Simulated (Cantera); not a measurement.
Cantera run:

```python
import numpy as np
import cantera as ct

gas_names = """
    CL CL2 H HCL H2 N NH NH2 NH3 N2 N2H2 N2H4 Si SiCL SiCL2 SiCL3 SiCL4 SiH SiHCL3 SiH2 SiH2CL2 SiH3
    SiH3CL SiH4 SiN Si2 Si2N Si3
""".split()
cond_names = """
    NH4CL(a) NH4CL(b) Si(cr) Si(L) Si3N4(a)
""".split()


# ... load() reads the species with a 1 bar reference pressure and builds the phases ...
atoms = {
    'SiH2Cl2': {'Si': 1, 'H': 2, 'CL': 2},
    'N2': {'N': 2},
    'H2': {'H': 2},
}
top_T = {'Si3N4(a)': 2400}  # K; cautious upper limits of use, not melting points


# ... equilibrate(T, P, feed) seeds the gas with the atoms and calls Mixture.equilibrate('TP', solver="vcs", rtol=1e-11, max_steps=5000) ...
results = []
feed = {'SiH2Cl2': 1, 'N2': 49, 'H2': 14}  # mol
T = 1073.15  # K
P = 56000  # Pa
mix = equilibrate(T, P, feed)
results.append((T, P, feed, dict(zip(mix.species_names, mix.species_moles))))
x = sorted(zip(gas.X, gas.species_names), reverse=True)
print(f"T = {T:g} K  P = {P:g} Pa  gas = {mix.phase_moles(0):.4g} mol")
print("   x: " + "  ".join(f"{s} {v:.3e}" for v, s in x if v > 1e-05))
print("   condensed (mol): " + ("  ".join(f"{mix.phase(i).name} {mix.phase_moles(i):.4g}"
      for i in range(1, mix.n_phases) if mix.phase_moles(i) > 1e-12) or "none"))
```

Output:

```
T = 1073.15 K  P = 56000 Pa  gas = 64.33 mol
   x: N2 7.513e-01  H2 2.176e-01  HCL 3.107e-02  NH3 1.823e-05
   condensed (mol): Si3N4(a) 0.3332
```

Equilibrium computed with Cantera from the NASA thermochemical tables; the gas is ideal and each condensed phase is pure. N2 is the only nitrogen source here; it is nearly inert below about 1500 K, so the nitride shown seldom forms there in practice.
